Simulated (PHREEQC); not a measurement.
**Alkaline etch or developer (model solution)**

Solution (2.8 °C): 0.37 mol/kgw TMAH, 0.0008 mol/kgw H3BO3 and 0.00049 mol/kgw (CH3)4NCl. Closed to the air; pH follows from the charge balance.

Computed with PHREEQC (ion-association model, wateq4f.dat).

This is a speciation only: nothing precipitates in the calculation.

### Question
What pH does the model give?

### Answer
pH 14.22.

(CH3)4N+ isn't in the database: it is added as a free cation with an ion size of 4 Å. Away from 25 °C the constants follow the database's enthalpies or fits; those with neither stay at their 25 °C values.
